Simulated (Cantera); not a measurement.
Input: 1 mol B2O3, 0.41 mol H2O, 4.6 mol H2, 9.1 mol NH3, at 0.110 bar.

Method: chemical equilibrium by Gibbs-energy minimisation in Cantera with the NASA 1993 tables (ideal gas, pure condensed phases). Candidate condensed phases: B, BN, B2O3, B3O3H3, H2O; 39 gas species. Gases not in the tables: H3BO3. The numbers say what is thermodynamically allowed, not how fast it happens.

x: gas mole fraction; n: condensed amount in mol.

```csv
T (°C),x H2,x N2,x HBO2,x H2O,x B2O3,x HBO,n B2O3(l)
777,0.786,0.196,2.84e-5,0.0176,2.96e-10,1.25e-8,0.999
827,0.786,0.196,6.98e-5,0.0176,2.33e-9,5.67e-8,0.999
877,0.786,0.196,0.000158,0.0176,1.51e-8,2.24e-7,0.998
927,0.786,0.196,0.000332,0.0175,8.36e-8,7.88e-7,0.996
977,0.786,0.196,0.000653,0.0173,4.01e-7,2.50e-6,0.992
1027,0.786,0.196,0.00121,0.0170,1.69e-6,7.26e-6,0.986
1077,0.785,0.196,0.00213,0.0166,6.39e-6,1.95e-5,0.975
1127,0.785,0.196,0.00355,0.0159,2.18e-5,4.93e-5,0.957
1177,0.784,0.195,0.00563,0.0149,6.83e-5,0.000118,0.931
1227,0.782,0.195,0.00849,0.0135,0.000197,0.000269,0.893
1277,0.780,0.195,0.0122,0.0118,0.000530,0.000595,0.838
1327,0.777,0.194,0.0166,0.00984,0.00133,0.00128,[?]
1377,0.771,0.193,0.0216,0.00796,0.00316,0.00267,[?]
1427,0.762,0.191,0.0275,0.00638,0.00711,0.00535,[?]
```

Task: Complete the blanks.

Result: 
- 1327, n B2O3(l): 0.759
- 1377, n B2O3(l): 0.637
- 1427, n B2O3(l): 0.436
